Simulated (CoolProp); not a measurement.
Computed with CoolProp (reference Helmholtz-energy equation of state, Platzer 1990). This equation is an older, rougher fit.

For CF4 (R14), give the phase and the cp (kJ/(kg K)), conductivity (mW/(m K)), Prandtl number at 231.1 K and 101 kPa; 323.2 K and 101 kPa; 360 K and 101 kPa.


- 231.1 K and 101 kPa: gas; cp 0.592, conductivity 10.8, Prandtl number 0.749
- 323.2 K and 101 kPa: gas; cp 0.732, conductivity 18.0, Prandtl number 0.750
- 360 K and 101 kPa: gas; cp 0.780, conductivity 21.1, Prandtl number 0.749

Viscosity comes from a separate model (Huber 2003), an estimate that may be off by 10 % or more. Thermal conductivity comes from a separate model (Huber 2003), an estimate that may be off by 10 % or more.
